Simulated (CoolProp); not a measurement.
Computed with CoolProp (reference Helmholtz-energy equation of state, Gao 2020).

For ammonia, give the phase and the cp (kJ/(kg K)), cv (kJ/(kg K)), speed of sound (m/s), Joule-Thomson coefficient (K/MPa) at 578.3 K and 0.999 MPa; 439.5 K and 36.1 MPa; 585 K and 0.421 MPa.


- 578.3 K and 0.999 MPa: gas; cp 2.65, cv 2.13, speed of sound 587, Joule-Thomson coefficient 3.73
- 439.5 K and 36.1 MPa: supercritical; cp 5.84, cv 2.66, speed of sound 753, Joule-Thomson coefficient 0.556
- 585 K and 0.421 MPa: gas; cp 2.63, cv 2.13, speed of sound 592, Joule-Thomson coefficient 3.63
